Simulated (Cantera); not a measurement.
# Transport properties of process gases

Gas mixture: 56.4 % N₂, 43.6 % N₂O, at 1.00 bar, frozen composition.

Cantera's kinetic-theory transport with the Lennard-Jones parameters of GRI-Mech 3.0, ideal gas; thermal conductivity in the multicomponent form. The composition is frozen, though it would react at the higher temperatures.

```
T (K)  ρ (kg/m³)  cp (J/kg/K)  μ (µPa s)  λ (mW/m/K)     Pr  D (cm²/s) CH₃  D (cm²/s) CO₂  D (cm²/s) C₂H₂
-----  ---------  -----------  ---------  ----------  -----  -------------  -------------  --------------
400         1.05         1005       20.9        29.3  0.718          0.338          0.231           0.248
650        0.647         1108       30.3        46.3  0.724          0.792          0.552           0.589
900        0.468         1191       38.1        62.5  0.726           1.38          0.970            1.03
1150       0.366         1245       45.0        77.2  0.726           2.09           1.47            1.57
1400       0.301         1283       51.3        90.8  0.725           2.90           2.05            2.18
1650       0.255         1313       57.2         104  0.725           3.81           2.71            2.87
1900       0.222         1336       62.7         116  0.724           4.82           3.42            3.63
```
D: mixture-averaged diffusion coefficient of that species in the mixture.
